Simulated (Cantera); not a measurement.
A closed system holds: 1 mol B2H6, 0.14 mol O2, at 1173.15 K and 1500 Pa.

Cantera equilibrium calculation (NASA polynomials, part measured and part estimated; ideal gas, pure solids and liquids). Candidate condensed phases: B, B2O3, B3O3H3, H2O; 23 gas species. The feed counts by its element totals alone. Mutual solubility and eutectic melting of coexisting phases are not modelled. Kinetics and transport are ignored.

Base state: H2 0.999, B3O3H3 0.000831, HBO 0.000300 (mole fractions); condensed: B(s) + B2O3(l).

What changes in the equilibrium state with this change: temperature from 1173.15 K to 2298.15 K?


```csv
species,before,after
H2,0.999,0.845
H,9.65e-7,0.0719
HBO,0.000300,0.0391
BO,1.34e-8,0.0373
B2O,<1e-9,0.00105
B3O3H3,0.000831,<1e-9
B,<1e-9,0.000661
BH,<1e-9,6.56e-5
"B(s), mol",1.81,1.71
"B2O3(l), mol",0.0905,0
```
The tables' values for BH2 are old estimates; treat these amounts as uncertain.
